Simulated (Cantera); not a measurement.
**Catalytic combustion on Pt**

An isothermal plug-flow reactor at 450 K and 2.50 bar (inlet), inlet velocity 2.4 m/s, active area per volume 160 1/m; feed H2 : O2 : N2 = 0.023 : 0.19 : 0.79 (molar parts), equivalence ratio 0.061.

Detailed kinetics in Cantera: Deutschmann's 1995 Pt surface mechanism with GRI-Mech 3.0 gas chemistry. Catalytic surfaces can have several steady states; this one follows from the mechanism file's or the stated starting coverage. Mass transfer to the wall is taken as infinitely fast.

| z (m) | x H2 | x O2 | x H2O | θ free Pt | θ O* | θ OH* |
|---|---|---|---|---|---|---|
| 0.00035 | 0.0209 | 0.189 | 0.00207 | 0.152 | 0.712 | 0.135 |
| 0.00067 | 0.0193 | 0.188 | 0.00368 | 0.140 | 0.721 | 0.137 |
| 0.0013 | 0.0168 | 0.187 | 0.00623 | 0.123 | 0.737 | 0.139 |
| 0.0025 | 0.0134 | 0.186 | 0.00964 | 0.0988 | 0.762 | 0.137 |
| 0.0048 | 0.00964 | 0.184 | 0.0134 | 0.0717 | 0.798 | 0.128 |
| 0.0093 | 0.00620 | 0.183 | 0.0169 | 0.0465 | 0.839 | 0.113 |
| 0.018 | 0.00365 | 0.182 | 0.0195 | 0.0275 | 0.879 | 0.0926 |
| 0.035 | 0.00202 | 0.181 | 0.0212 | 0.0153 | 0.912 | 0.0721 |
x: gas mole fraction; θ: surface coverage.
